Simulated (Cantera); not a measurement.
A Cantera script and what it prints.

```python
import numpy as np
import cantera as ct

gas_names = """
    C CN CO CO2 C2 CCN CNC C2N2 C2O C3 C3O2 C4 C4N2 C5 N NCO NO NO2 NO3 N2 N2O O O2 O3 Si SiC SiC2 SiN
    SiO SiO2 Si2 Si2C Si2N Si3
""".split()
cond_names = """
    C(gr) Si(cr) Si(L) SiC(b) SiO2(Lqz) SiO2(hqz) SiO2(L) Si2N2O(s) Si3N4(a)
""".split()


# ... load() reads the species with a 1 bar reference pressure and builds the phases ...
atoms = {
    'SiO2': {'Si': 1, 'O': 2},
    'CO': {'C': 1, 'O': 1},
    'N2': {'N': 2},
    'C': {'C': 1},
}
top_T = {'C(gr)': 4500, 'SiC(b)': 3050, 'Si2N2O(s)': 2100, 'Si3N4(a)': 2400}  # K; cautious upper limits of use, not melting points


# ... equilibrate(T, P, feed) seeds the gas with the atoms and calls Mixture.equilibrate('TP', solver="vcs", rtol=1e-11, max_steps=5000) ...
results = []
T = 2100  # K
P = 1500  # Pa
for m in [0.73, 1.4, 2, 2.7, 3.3, 3.9, 4.6]:
    feed = {'SiO2': 1, 'CO': 3.1, 'N2': 7.5, 'C': m}  # mol
    mix = equilibrate(T, P, feed)
    results.append((T, P, feed, dict(zip(mix.species_names, mix.species_moles))))

top = {s: max(r[3][s] / sum(r[3][g] for g in gas_names) for r in results) for s in gas_names}
cols = sorted((s for s in top if top[s] > 0.0001), key=lambda s: -top[s])[:7]
seen = [c for c in cond_names if any(r[3].get(c, 0) > 1e-12 for r in results)]
print("log10 of partial pressures in bar; condensed amounts in mol")
print(f"{'n(C)':>10s}" + "".join(f"{s[:9]:>10s}" for s in cols + seen))
for T, P, feed, n in results:
    ng = sum(n[g] for g in gas_names)
    print(f"{feed['C']:10.4g}" + "".join(f"{np.log10(max(n[s] / ng * P / 1e5, 1e-99)):10.3f}" for s in cols)
          + "".join(f"{n.get(c, 0):10.4g}" for c in seen))
```

Output:

```
log10 of partial pressures in bar; condensed amounts in mol
      n(C)        N2        CO       SiO       CO2        Si      Si2C     C(gr)    SiC(b)   SiO2(L)
      0.73    -2.038    -2.353    -2.942    -3.604    -9.529   -21.354         0         0   0.06463
       1.4    -2.051    -2.290    -3.033    -8.773    -4.387    -5.775         0    0.1796         0
         2    -2.050    -2.261    -3.239    -8.833    -4.504    -5.892         0    0.4844         0
       2.7    -2.050    -2.230    -3.770    -9.051    -4.785    -6.174         0    0.8415         0
       3.3    -2.050    -2.222    -4.157    -9.233    -4.983    -6.371    0.4256    0.9312         0
       3.9    -2.050    -2.222    -4.157    -9.233    -4.983    -6.371     1.026    0.9312         0
       4.6    -2.050    -2.222    -4.157    -9.233    -4.983    -6.371     1.726    0.9312         0
```

These are equilibrium values from Cantera (NASA tables, ideal gas, pure condensed phases), not measurements of a reactor. The tables' values for SiO2, SiN are old estimates; treat these amounts as uncertain. The tables hold silica as quartz up to 1696 K and as liquid above; real silica turns to tridymite and cristobalite and melts near 1996 K.
